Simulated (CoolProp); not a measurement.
Vapour-liquid equilibrium of CHF3 (R23) (1) + C2F6 (R116) (2) at -1.95 °C; x and y are mole fractions of (1).

The numbers come from the multi-fluid Helmholtz-energy mixture model, Penoncello 2003 and Lemmon 2006; pair parameters Bell 2016 in CoolProp.

Question: Give the bubble pressure and the first vapour's composition at x = 0.05, 0.75, 0.85. Is there an azeotrope?

Answer: x = 0.05: 1910 kPa, y = 0.093; x = 0.75: 2682 kPa, y = 0.728; x = 0.85: 2608 kPa, y = 0.817. y crosses x between x = 0.55 and 0.65: the model has an azeotrope there.

Pair parameters are fitted to limited data, so mixtures are less certain than the pure fluids.
